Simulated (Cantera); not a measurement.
What does this Cantera script print?

```python
import numpy as np
import cantera as ct

gas_names = """
    CL CL2 H HCL H2 Si SiCL SiCL2 SiCL3 SiCL4 SiH SiHCL3 SiH2 SiH2CL2 SiH3 SiH3CL SiH4 Si2 Si3
""".split()
cond_names = """
    Si(cr) Si(L)
""".split()


# ... load() reads the species with a 1 bar reference pressure and builds the phases ...
atoms = {
    'SiCl4': {'Si': 1, 'CL': 4},
    'HCl': {'H': 1, 'CL': 1},
    'H2': {'H': 2},
}
top_T = {}  # K; cautious upper limits of use, not melting points


# ... equilibrate(T, P, feed) seeds the gas with the atoms and calls Mixture.equilibrate('TP', solver="vcs", rtol=1e-11, max_steps=5000) ...
results = []
feed = {'SiCl4': 1, 'HCl': 1.4, 'H2': 360}  # mol
T = 1500  # K
P = 5600  # Pa
mix = equilibrate(T, P, feed)
results.append((T, P, feed, dict(zip(mix.species_names, mix.species_moles))))
print(gas.report(threshold=1e-06))
for i in range(1, mix.n_phases):
    print(f"{mix.phase(i).name:16s} {mix.phase_moles(i):12.5e} mol")
```

It prints:

```
       temperature   1500 K
          pressure   5600 Pa
           density   0.0011427 kg/m^3
  mean mol. weight   2.545 kg/kmol
   phase of matter   gas

                          1 kg             1 kmol
                     ---------------   ---------------
          enthalpy        1.3761e+07        3.5022e+07  J
   internal energy        8.8608e+06        2.2551e+07  J
           entropy             80318        2.0441e+05  J/K
    Gibbs function       -1.0672e+08       -2.7159e+08  J
 heat capacity c_p             12730             32397  J/K
 heat capacity c_v            9462.7             24082  J/K

                      mass frac. Y      mole frac. X     chem. pot. / RT
                     ---------------   ---------------   ---------------
                 H         2.925e-05        7.3851e-05            -10.75
               HCL           0.19522          0.013627           -39.983
                H2           0.78081           0.98568             -21.5
             SiCL2          0.023532        0.00060502           -63.051
             SiCL3        0.00025857        4.8949e-06           -92.284
              SiH2        1.7463e-05        1.4765e-06           -26.085
           SiH2CL2         4.455e-05        1.1226e-06           -84.551
     [  +12 minor]        9.5833e-05        3.1179e-06

Si(cr)            7.76569e-01 mol
```

These are equilibrium values from Cantera (NASA tables, ideal gas, pure condensed phases), not measurements of a reactor.
